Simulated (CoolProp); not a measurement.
Saturation properties of 1,2-dichloroethane.

Values from CoolProp's reference Helmholtz-energy equation of state, Thol 2015.

| T (°C) | p (MPa) | vapour density (kg/m³) | enthalpy of vaporisation (kJ/kg) |
|---|---|---|---|
| 94.95 | 0.1432 | 4.816 | 317.8 |
| 102.25 | 0.1764 | 5.852 | 313.5 |
| 109.55 | 0.2152 | 7.055 | 309.0 |
| 116.85 | 0.2603 | … | 304.5 |
| 124.15 | 0.3124 | … | 299.8 |
| 131.45 | 0.3721 | 11.85 | 295.0 |
| 138.75 | 0.4402 | 13.92 | 290.0 |
| 146.05 | 0.5173 | 16.26 | … |
| 153.35 | 0.6043 | 18.91 | 279.5 |
| 160.65 | 0.7019 | 21.89 | 273.9 |
| 168.05 | 0.8124 | 25.29 | 268.1 |

Problem. Some entries are withheld; supply them.

Solution. 
- 116.85, vapour density (kg/m³): 8.443
- 124.15, vapour density (kg/m³): 10.03
- 146.05, enthalpy of vaporisation (kJ/kg): 284.8

It boils at 83.5 °C under 1 atm.
